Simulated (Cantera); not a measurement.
What does this Cantera script print?

```python
import numpy as np
import cantera as ct

gas = ct.Solution("gri30.yaml")
gas.TPX = 1323, 6300, {'N2O': 1}
reactor = ct.IdealGasConstPressureReactor(gas, energy="off", clone=False)
net = ct.ReactorNet([reactor])
net.rtol, net.atol = 1e-08, 1e-18
show = ['N2O', 'NO', 'NO2', 'N2', 'O', 'O2']
times = np.geomspace(9e-06, 40, 11)

steps = ct.SolutionArray(gas, extra=["t"])
rows = []
print(f"{'t/s':>10s}{'T/K':>9s}{'P/Pa':>11s}" + "".join(f"{s:>11s}" for s in show))
for t in times:
    while net.time < t:
        t_next = net.step()
        steps.append(gas.state, t=t_next)
    rows.append([np.interp(t, steps.t, y) for y in (steps.T, steps.P, *steps(*show).X.T)])
    print(f"{t:10.3e}{rows[-1][0]:9.1f}{rows[-1][1]:11.4g}" + "".join(f"{x:11.3e}" for x in rows[-1][2:]))
rate = np.gradient(steps.T, steps.t)
print("integrator steps:", len(steps.t))
if steps.T.max() > steps.T[0] + 200:
    print(f"time of steepest temperature rise: {steps.t[rate.argmax()]:.4e} s")
gas.TPX = 1323, 6300, {'N2O': 1}
gas.equilibrate("TP")
print(f"equilibrium (TP): T = {gas.T:.1f} K  " + "  ".join(f"{s} {gas[s].X[0]:.3e}" for s in show))
```

It prints:

```
       t/s      T/K       P/Pa        N2O         NO        NO2         N2          O         O2
 9.000e-06   1323.0       6300  1.000e+00  3.085e-08  1.323e-16  1.522e-06  1.343e-06  8.134e-08
 4.159e-05   1323.0       6300  1.000e+00  5.621e-07  4.402e-14  8.138e-06  4.892e-06  1.482e-06
 1.922e-04   1323.0       6300  9.999e-01  6.702e-06  6.217e-12  4.843e-05  9.734e-06  1.767e-05
 8.884e-04   1323.0       6300  9.996e-01  4.204e-05  2.433e-10  2.530e-04  1.024e-05  1.109e-04
 4.106e-03   1323.0       6300  9.980e-01  2.059e-04  5.689e-09  1.199e-03  1.024e-05  5.429e-04
 1.897e-02   1323.0       6300  9.910e-01  9.586e-04  1.102e-07  5.546e-03  1.024e-05  2.528e-03
 8.769e-02   1323.0       6300  9.591e-01  4.345e-03  1.468e-06  2.511e-02  1.024e-05  1.146e-02
 4.052e-01   1323.0       6300  8.281e-01  1.823e-02  9.638e-06  1.054e-01  1.021e-05  4.815e-02
 1.873e+00   1323.0       6300  4.498e-01  5.817e-02  3.688e-05  3.377e-01  1.002e-05  1.543e-01
 8.655e+00   1323.0       6300  4.867e-02  9.862e-02  7.440e-05  5.849e-01  7.586e-06  2.677e-01
 4.000e+01   1323.0       6300  1.109e-04  1.011e-01  2.757e-04  6.160e-01  6.080e-07  2.825e-01
integrator steps: 1146
equilibrium (TP): T = 1323.0 K  N2O 8.082e-09  NO 5.339e-04  NO2 1.664e-06  N2 6.664e-01  O 6.156e-07  O2 3.331e-01
```

Model: GRI-Mech 3.0 (53 species, 325 reactions), integrated in Cantera. GRI-Mech 3.0 was tuned for natural gas; its chemistry of N2O as a main component is partial and can be far from experiment. The mechanism lacks the step 2 NO + O2 → 2 NO2, which can matter for NO2 below about 1400 K. The temperature is held fixed by assumption; the heat of reaction is taken as removed at once.
